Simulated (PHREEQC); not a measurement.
## Hard or scaling water: speciation

Solution (25 °C): 0.0032 mol/kgw BaCl2 and 0.00016 mol/kgw NaHCO3. Closed to the air; pH follows from the charge balance.

The numbers come from PHREEQC with the ion-association model, wateq4f.dat.

This is a speciation only: nothing precipitates in the calculation.

### Question
What pH does the model give?

### Answer
pH 8.02.

### Question
In which forms is C present?

### Answer
HCO3- 95 %, BaHCO3+ 2.0 %, CO2 1.8 %, CO3-2 0.6 % of the C.

Species that the database lacks are ignored.
